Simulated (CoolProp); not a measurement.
Saturation properties of tetradecamethylhexasiloxane (MD4M).

Values from CoolProp's reference Helmholtz-energy equation of state, Thol 2019.

| T (°C) | p (bar) | vapour density (kg/m³) | liquid cp (kJ/(kg K)) | surface tension (mN/m) |
|---|---|---|---|---|
| 159.65 | 0.05437 | 0.7031 | 2.003 | 9.59 |
| 166.75 | 0.07126 | 0.9095 | 2.017 | 9.18 |
| 173.85 | 0.09227 | 1.163 | 2.031 | 8.78 |
| 180.85 | 0.1177 | 1.467 | 2.045 | 8.38 |
| 187.95 | 0.1491 | 1.839 | 2.058 | 7.99 |
| 195.05 | 0.1870 | 2.284 | 2.072 | 7.60 |
| 202.15 | 0.2323 | 2.813 | 2.086 | 7.21 |
| 209.25 | 0.2860 | 3.438 | 2.100 | 6.83 |
| 216.35 | 0.3492 | 4.170 | 2.114 | 6.46 |
| 223.45 | 0.4231 | 5.025 | 2.128 | 6.09 |
| 230.55 | 0.5088 | 6.017 | 2.142 | 5.72 |
| 237.65 | 0.6076 | 7.165 | 2.156 | 5.36 |
| 244.75 | 0.7209 | 8.489 | 2.170 | 5.01 |

It boils at 259.7 °C under 1 atm.

Surface tension comes from a separate correlation (Mulero 2014), older than this fluid's equation and unchecked against measurements.
